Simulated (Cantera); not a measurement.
Mixture: 6.73 % CH₄, 0.404 % H₂, 19.5 % O₂, 73.4 % N₂, at 2.50 bar, adiabatic and at constant volume. Ignition delay is the time to a rise of 400 K.

Cantera simulation using GRI-Mech 3.0 (53 species, 325 reactions); the numbers are that mechanism's predictions, not measurements.

Q: Predict: delay at 1098 K; delay at 1198 K; delay at 1298 K; delay at 1398 K; delay at 1498 K; delay at 1598 K; apparent activation energy between 1398 and 1598 K.

A: 
```json
{
 "delay at 1098 K": "26.0 ms",
 "delay at 1198 K": "8.44 ms",
 "delay at 1298 K": "2.75 ms",
 "delay at 1398 K": "0.958 ms",
 "delay at 1498 K": "0.368 ms",
 "delay at 1598 K": "0.159 ms",
 "apparent activation energy between 1398 and 1598 K": "170 kJ/mol"
}
```
